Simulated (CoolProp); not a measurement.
Vapour-liquid equilibrium of n-butane (1) + benzene (2) at 312.6 K; x and y are mole fractions of (1).

Values from CoolProp's multi-fluid Helmholtz-energy mixture model, Bücker 2006 and Thol 2012; pair parameters Bell 2016.

```json
[
 {"x": "0.05", "bubble pressure (MPa)": "0.04691", "y at the bubble point": "?", "dew pressure at overall composition x (MPa)": "0.02505", "liquid density (mol/L)": "10.93"},
 {"x": "0.2", "bubble pressure (MPa)": "0.1150", "y at the bubble point": "0.826", "dew pressure at overall composition x (MPa)": "0.02952", "liquid density (mol/L)": "10.76"},
 {"x": "0.35", "bubble pressure (MPa)": "0.1756", "y at the bubble point": "0.902", "dew pressure at overall composition x (MPa)": "0.03594", "liquid density (mol/L)": "?"},
 {"x": "0.5", "bubble pressure (MPa)": "0.2263", "y at the bubble point": "0.936", "dew pressure at overall composition x (MPa)": "0.04591", "liquid density (mol/L)": "10.36"},
 {"x": "0.65", "bubble pressure (MPa)": "0.2695", "y at the bubble point": "0.958", "dew pressure at overall composition x (MPa)": "0.06351", "liquid density (mol/L)": "10.14"},
 {"x": "0.8", "bubble pressure (MPa)": "0.3104", "y at the bubble point": "0.975", "dew pressure at overall composition x (MPa)": "0.1028", "liquid density (mol/L)": "?"},
 {"x": "0.95", "bubble pressure (MPa)": "0.3555", "y at the bubble point": "0.993", "dew pressure at overall composition x (MPa)": "0.2529", "liquid density (mol/L)": "9.647"}
]
```

### Question
Some entries are withheld; supply them.

### Answer

- 0.05, y at the bubble point: 0.511
- 0.35, liquid density (mol/L): 10.57
- 0.8, liquid density (mol/L): 9.901

No azeotrope shows between x = 0.05 and 0.95.

The pair parameters rest on a limited set of measurements; away from them the model extrapolates.
